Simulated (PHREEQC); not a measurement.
# Buffer (model solution)

Make-up at 25 °C: 0.0016 mol/kgw H3BO3 and 0.00033 mol/kgw K2HPO4. Closed to the air; pH follows from the charge balance.

Equilibrium calculation in PHREEQC: ion-association model, phreeqc.dat.

Each row changes one thing in this solution. No solid was allowed to form.

```json
[
 {"case": "as made", "pH": "7.81", "ionic strength (mol/kgw)": "0.000929", "H2BO3- (mol/kgw)": "5.96e-5"},
 {"case": "K2HPO4 left out", "pH": "6.02", "ionic strength (mol/kgw)": "9.66e-7", "H2BO3- (mol/kgw)": "9.55e-7"},
 {"case": "temperature from 25 to 75 °C", "pH": "7.55", "ionic strength (mol/kgw)": "0.000910", "H2BO3- (mol/kgw)": "(withheld)"},
 {"case": "K2HPO4 from 0.00033 to 3.3e-05 mol/kgw", "pH": "7.23", "ionic strength (mol/kgw)": "8.33e-5", "H2BO3- (mol/kgw)": "1.57e-5"},
 {"case": "0.00025 mol/kgw KF added", "pH": "7.81", "ionic strength (mol/kgw)": "0.00118", "H2BO3- (mol/kgw)": "(withheld)"},
 {"case": "temperature from 25 to 40 °C", "pH": "7.73", "ionic strength (mol/kgw)": "0.000924", "H2BO3- (mol/kgw)": "6.40e-5"},
 {"case": "0.00082 mol/kgw FeCl2 added", "pH": "7.61", "ionic strength (mol/kgw)": "0.00267", "H2BO3- (mol/kgw)": "3.86e-5"}
]
```

### Question
Complete the blanks.

### Answer

- temperature from 25 to 75 °C, H2BO3- (mol/kgw): 7.15e-5
- 0.00025 mol/kgw KF added, H2BO3- (mol/kgw): 5.94e-5

Some of these states are supersaturated (in Vivianite, for instance). At this temperature some constants are extrapolated from 25 °C, and those without enthalpy data are left unchanged.
